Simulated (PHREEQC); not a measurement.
Solution (31 °C and 50 atm): 0.044 mol/kgw KOH, 0.00019 mol/kgw H3BO3 and 0.001 mol/kgw Na2CO3. Closed to the air; pH follows from the charge balance.

Model: ion-association model, phreeqc.dat, run in PHREEQC.

| Property | Result |
|---|---|
| pH | 12.34 |
| ionic strength | 0.0469 mol/kgw |
| specific conductance | 12100 µS/cm |
| total alkalinity | 46.0 meq/kg |

```tsv
species	molality	activity	log γ
K+	0.0440	0.0359	-0.088
OH-	0.0438	0.0357	-0.089
Na+	0.00198	0.00163	-0.082
CO3-2	0.000972	0.000464	-0.322
H2BO3-	0.000190	0.000156	-0.084
NaCO3-	2.28e-5	1.88e-5	-0.084
HCO3-	4.63e-6	3.85e-6	-0.080
```

This is a speciation only: nothing precipitates in the calculation. Under pressure, the constants of complexes without a molar volume in the database are unreliable.
